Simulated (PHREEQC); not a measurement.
A solution holds 0.0019 mol/kgw HF, 0.013 mol/kgw KF, 5.3e-06 mol/kgw H4SiO4 and 4.2e-05 mol/kgw HCl, at 25 °C. It is in equilibrium with CO2 at log p = -1 (atm). Otherwise closed; pH follows from the charge balance.

The numbers come from PHREEQC with the ion-association model, wateq4f.dat.

Precipitation was switched off in this run.

**Question.** Order these F species by the share of F that they hold, largest first: HF2-, SiF6-2, F-, HF, H2F2.

**Answer.** F- (87 %), HF (12 %), HF2- (1.2 %), SiF6-2 (0.21 %), H2F2 (0.10 %)

The pH is 4.00 and the ionic strength 0.0131 mol/kgw. Complexes and solids missing from the database can't appear. SiF6-2 is the database's only silicon fluoride.
